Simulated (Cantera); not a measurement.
A perfectly stirred reactor is fed with 0.901 % C2H6, 99.1 % N2, at 1330 Pa; it is held at 1800 K, and followed from long to short residence time.

Detailed kinetics in Cantera: GRI-Mech 3.0 (53 species, 325 reactions). GRI-Mech 3.0 stops at C3 and has no aromatics, soot or wall deposition, so with more carbon than oxygen in the feed, carbon stays in small species such as C2H2 where larger ones or solid carbon would form. Radical loss at walls, strong at low pressure, is not modelled.

x: mole fraction; the columns are a selection and need not sum to one.

| τ (s) | x C2H6 | x C2H2 | x H | x CH2 | x CH4 |
|---|---|---|---|---|---|
| 3.0 | 1.13e-6 | 0.00825 | 0.000382 | 2.26e-6 | 0.000233 |
| 0.70 | 4.72e-6 | 0.00827 | 0.000422 | 4.65e-6 | 0.000427 |
| 0.16 | 1.96e-5 | 0.00800 | 0.000493 | 9.29e-6 | 0.000716 |
| 0.038 | 7.69e-5 | 0.00729 | 0.000592 | 1.71e-5 | 0.00106 |
| 0.0089 | 0.000299 | 0.00570 | 0.000704 | 2.86e-5 | 0.00130 |
| 0.0021 | ___ | ___ | 0.000735 | ___ | ___ |
| 0.00049 | ___ | ___ | ___ | ___ | ___ |

Complete the blanks.


- 0.0021, x C2H6: 0.00112
- 0.0021, x C2H2: 0.00290
- 0.0021, x CH2: 3.91e-5
- 0.0021, x CH4: 0.00105
- 0.00049, x C2H6: 0.00369
- 0.00049, x C2H2: 0.000418
- 0.00049, x H: 0.000501
- 0.00049, x CH2: 3.26e-5
- 0.00049, x CH4: 0.000360
